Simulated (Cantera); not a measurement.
Equilibrium for carbon deposition, reforming and gasification: n-butane + NH₃ + H₂O

Feed: 1 mol n-butane, 0.86 mol NH₃, 2.5 mol H₂O, at 675 K and 0.0133 bar.

Cantera equilibrium calculation (NASA polynomials, part measured and part estimated; ideal gas, pure solids and liquids). Candidate condensed phases: C, C₆H₆, C₇H₈, C₈H₁₈, H₂O; 136 gas species. Kinetics and transport are ignored.

- x(H₂) = 0.647
- x(H₂O) = 0.155
- x(CH₄) = 0.0816
- x(CO₂) = 0.0509
- x(N₂) = 0.0472
- x(CO) = 0.0177
- x(NH₃) = 1.98e-5
- n(C(graphite)) = 2.63 mol
- gas amount = 9.103 mol
